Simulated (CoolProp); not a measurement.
Vapour-liquid equilibrium of methanol (1) + ethanol (2) at 341 K; x and y are mole fractions of (1).

Model: multi-fluid Helmholtz-energy mixture model, de Reuck 1993 and Schroeder 2014; pair parameters Bell 2016, in CoolProp.

Give the bubble pressure and the first vapour's composition at x = 0.125, 0.35, 0.725. Is there an azeotrope?

x = 0.125: 0.07209 MPa, y = 0.198; x = 0.35: 0.08268 MPa, y = 0.475; x = 0.725: 0.1008 MPa, y = 0.818. No azeotrope shows between x = 0.05 and 0.95.

Pair parameters are fitted to limited data, so mixtures are less certain than the pure fluids.
